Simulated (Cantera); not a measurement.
An adiabatic, constant-volume homogeneous reactor starts with H₂ : O₂ : N₂ = 1 : 0.25 : 0.94 (molar parts), equivalence ratio 2.0, at 1798 K and 195 Torr. Integrator tolerance rtol = 1e-08.

Model: GRI-Mech 3.0 (53 species, 325 reactions), integrated in Cantera.

Q: What does this change do: initial temperature 1798 to 1150 K?

A: 
| quantity | before | after |
|---|---|---|
| time of steepest temperature rise | 23.2 µs | 0.244 ms |
| temperature at 3.00 s | 2862 K | 2737 K |
| equilibrium temperature | 2862 K | 2737 K |
| x(H₂) at 3.00 s | 0.226 (gas-phase equilibrium 0.226) | 0.238 (gas-phase equilibrium 0.238) |
| x(O₂) at 3.00 s | 0.00172 (gas-phase equilibrium 0.00172) | 0.000505 (gas-phase equilibrium 0.000505) |
| x(O) at 3.00 s | 0.00461 (gas-phase equilibrium 0.00461) | 0.00126 (gas-phase equilibrium 0.00126) |
| x(NO₂) at 3.00 s | 9.98e-8 (gas-phase equilibrium 9.98e-8) | 3.33e-8 (gas-phase equilibrium 3.33e-8) |
| x(NO) at 3.00 s | 0.00276 (gas-phase equilibrium 0.00276) | 0.00128 (gas-phase equilibrium 0.00128) |
| x(HO₂) at 3.00 s | 1.02e-6 (gas-phase equilibrium 1.02e-6) | 3.62e-7 (gas-phase equilibrium 3.62e-7) |
| x(H₂O) at 3.00 s | 0.211 (gas-phase equilibrium 0.211) | 0.235 (gas-phase equilibrium 0.235) |

Q: What does this change do: 0.13 parts H2O added?

A: 
```
quantity                                                            before                                    after
---------------------------------  ---------------------------------------  ---------------------------------------
time of steepest temperature rise                                  23.2 µs                                  24.5 µs
temperature at 3.00 s                                               2862 K                                   2813 K
equilibrium temperature                                             2862 K                                   2813 K
x(H₂) at 3.00 s                        0.226 (gas-phase equilibrium 0.226)      0.218 (gas-phase equilibrium 0.218)
x(O₂) at 3.00 s                    0.00172 (gas-phase equilibrium 0.00172)  0.00193 (gas-phase equilibrium 0.00193)
x(O) at 3.00 s                     0.00461 (gas-phase equilibrium 0.00461)  0.00409 (gas-phase equilibrium 0.00409)
x(NO₂) at 3.00 s                   9.98e-8 (gas-phase equilibrium 9.98e-8)  1.05e-7 (gas-phase equilibrium 1.05e-7)
x(NO) at 3.00 s                    0.00276 (gas-phase equilibrium 0.00276)  0.00266 (gas-phase equilibrium 0.00266)
x(HO₂) at 3.00 s                   1.02e-6 (gas-phase equilibrium 1.02e-6)  1.10e-6 (gas-phase equilibrium 1.10e-6)
x(H₂O) at 3.00 s                       0.211 (gas-phase equilibrium 0.211)      0.256 (gas-phase equilibrium 0.256)
```
